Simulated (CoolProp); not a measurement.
n-hexane at 405.66 K and 4.6 MPa is throttled through a valve to 0.744 MPa with no heat exchange. Each further row changes one setting.

Values from CoolProp's reference Helmholtz-energy equation of state, Thol 2019.

```
case                       temperature change (K)                       final phase  final density (kg/m³)
-------------------------  ----------------------  --------------------------------  ---------------------
as stated                                    +0.3                            liquid                    544
outlet pressure 0.223 MPa                   -36.3  two-phase, vapour fraction 0.319                   20.9
outlet pressure 0.967 MPa                    +0.3                            liquid                    544
```
